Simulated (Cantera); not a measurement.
Mixture: CH₄ : O₂ : N₂ = 1 : 3.77 : 14.2 (molar parts), at 24.0 bar, adiabatic and at constant pressure. Ignition delay is the time to a rise of 400 K.

Computed with Cantera and GRI-Mech 3.0 (53 species, 325 reactions). The pressure lies above the range GRI-Mech 3.0 was tuned for (to about 10 atm).

Task: What does this change do: pressure from 24.0 bar to 1.60 bar?

Result: 
| quantity | before | after |
|---|---|---|
| delay at 1250 K | 0.824 ms | 11.1 ms |
| delay at 1300 K | 0.473 ms | 5.83 ms |
| delay at 1350 K | 0.282 ms | 3.19 ms |
| delay at 1400 K | 0.173 ms | 1.81 ms |
| delay at 1450 K | 0.109 ms | 1.07 ms |
| delay at 1500 K | 70.2 µs | 0.654 ms |
| apparent activation energy between 1400 and 1500 K | 160 kJ/mol | 180 kJ/mol |
